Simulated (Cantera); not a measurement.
An isothermal, constant-pressure homogeneous reactor starts with C2H6 : N2 = 1 : 1.5 (molar parts), at 1325 K and 1.00 atm. Integrator tolerance rtol = 1e-08.

Model: GRI-Mech 3.0 (53 species, 325 reactions), integrated in Cantera. GRI-Mech 3.0 stops at C3 and has no aromatics, soot or wall deposition, so with more carbon than oxygen in the feed, carbon stays in small species such as C2H2 where larger ones or solid carbon would form.

Q: What does this change do: pressure from 1.00 atm to 0.000306 atm?

A: 
| quantity | before | after |
|---|---|---|
| x(C2H6) at 20.0 s | 0.000393 (gas-phase equilibrium 0.000324) | 5.93e-6 (gas-phase equilibrium 2.67e-10) |
| x(C2H2) at 20.0 s | 0.125 (gas-phase equilibrium 0.0944) | 0.130 (gas-phase equilibrium 0.175) |
| x(CH2) at 20.0 s | 4.04e-11 (gas-phase equilibrium 3.41e-11) | 1.99e-9 (gas-phase equilibrium 6.87e-11) |
| x(C2H) at 20.0 s | 2.70e-10 (gas-phase equilibrium 1.88e-10) | 2.39e-9 (gas-phase equilibrium 1.35e-8) |
| x(H) at 20.0 s | 7.75e-7 (gas-phase equilibrium 7.39e-7) | 8.36e-6 (gas-phase equilibrium 6.23e-5) |
Radical loss at walls, strong at low pressure, is not modelled.
